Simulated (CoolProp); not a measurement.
Properties of C3F8 (R218) at several states.

Model: reference Helmholtz-energy equation of state, Lemmon 2006, in CoolProp. It is a short technical equation, of lower accuracy than the large ones.

```
T (°C)   p (MPa)   phase  density (kg/m³)  fugacity coefficient
-------  -------  ------  ---------------  --------------------
96.65      0.362     gas            22.96            (withheld)
-95.35    0.0139  liquid             1825            (withheld)
-126.95   0.0164  liquid             1935            (withheld)
-134.15    0.169  liquid             1961             0.0001393
58.85      0.384     gas            27.74            (withheld)
-135.25   0.0394  liquid       (withheld)             0.0004951
```

Task: Some entries are withheld; supply them.

Result: 
- 96.65, fugacity coefficient: 0.9652
- -95.35, fugacity coefficient: 0.1743
- -126.95, fugacity coefficient: 0.004196
- 58.85, fugacity coefficient: 0.9459
- -135.25, density (kg/m³): 1964
